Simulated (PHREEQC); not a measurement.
A solution holds 0.19 mol/kgw Ca(NO3)2, at 25 °C. It is in equilibrium with CO2 at log p = -3.4 (atm). Otherwise closed; pH follows from the charge balance.

Computed with PHREEQC (ion-association model, phreeqc.dat).

No solid was allowed to form.

### Question
Order these C species by the share of C that they hold, largest first: HCO3-, CO2, CaHCO3+.

### Answer
CO2 (73 %), HCO3- (17 %), CaHCO3+ (10.0 %)

The pH is 5.49 and the ionic strength 0.570 mol/kgw.
